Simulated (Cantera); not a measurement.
Stirred combustor or abatement burner

A perfectly stirred reactor is fed with 7.13 % CO, 0.998 % H2, 7.07 % O2, 84.8 % N2, at 101000 Pa; it is adiabatic with a 523 K inlet, and is followed from long to short residence time, starting on the burning branch (τ in s: 0.17, 0.063, 0.024, 0.0089, 0.0033, 0.0012, 0.00047, 0.00017, 6.5e-05, 2.4e-05, 9.2e-06).

Detailed kinetics in Cantera: GRI-Mech 3.0 (53 species, 325 reactions).

| τ (s) | T (K) | x CO | x H2 | x O2 | x H2O2 | x CO2 | x H2O | x OH |
|---|---|---|---|---|---|---|---|---|
| 0.17 | 1207 | 0.00239 | 5.53e-5 | 0.0325 | 2.26e-7 | 0.0718 | 0.0103 | 6.66e-5 |
| 0.063 | 1184 | 0.00513 | 0.000115 | 0.0338 | 3.43e-7 | 0.0689 | 0.0102 | 7.87e-5 |
| 0.024 | 523 | 0.0713 | 0.00998 | 0.0707 | <1e-12 | <1e-12 | <1e-12 | <1e-12 |
| 0.0089 | 523 | 0.0713 | 0.00998 | 0.0707 | <1e-12 | <1e-12 | <1e-12 | <1e-12 |
| 0.0033 | 523 | 0.0713 | 0.00998 | 0.0707 | <1e-12 | <1e-12 | <1e-12 | <1e-12 |
| 0.0012 | 523 | 0.0713 | 0.00998 | 0.0707 | <1e-12 | <1e-12 | <1e-12 | <1e-12 |
| 0.00047 | 523 | 0.0713 | 0.00998 | 0.0707 | <1e-12 | <1e-12 | <1e-12 | <1e-12 |
| 0.00017 | 523 | 0.0713 | 0.00998 | 0.0707 | <1e-12 | <1e-12 | <1e-12 | <1e-12 |
| 6.5e-5 | 523 | 0.0713 | 0.00998 | 0.0707 | <1e-12 | <1e-12 | <1e-12 | <1e-12 |
| 2.4e-5 | 523 | 0.0713 | 0.00998 | 0.0707 | <1e-12 | <1e-12 | <1e-12 | <1e-12 |
| 9.2e-6 | 523 | 0.0713 | 0.00998 | 0.0707 | <1e-12 | <1e-12 | <1e-12 | <1e-12 |
x: mole fraction; the columns are a selection and need not sum to one.
